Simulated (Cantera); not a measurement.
## Thermodynamics of carbothermic reduction, feed PbO + CO

Feed: 1 mol PbO, 1.9 mol CO, at 6300 Torr.

Method: chemical equilibrium by Gibbs-energy minimisation in Cantera with the NASA 1993 tables (ideal gas, pure condensed phases). Candidate condensed phases: C, Pb, PbO, PbO2, Pb3O4; 15 gas species. Gases not in the tables: (PbO)n polymers. Rates play no part.

```tsv
T (°C)	x CO2	x CO	x Pb	x PbO	n Pb(l)
1150	0.526	0.473	0.00133	7.51e-7	0.997
1250	0.524	0.472	0.00364	4.82e-6	0.993
1350	0.522	0.470	0.00873	2.44e-5	0.983
1450	0.516	0.465	0.0189	0.000102	0.963
1550	0.506	0.456	0.0375	0.000360	0.925
1650	0.488	0.441	0.0691	0.00111	0.855
1750	0.458	0.418	0.120	0.00303	0.731
```
x: gas mole fraction; n: condensed amount in mol.

From 1150 °C to 1750 °C the condensed part is Pb(l). The share of Pb in condensed phases is highest at 1150 °C (99.7 %) and lowest at 1750 °C (73.1 %).
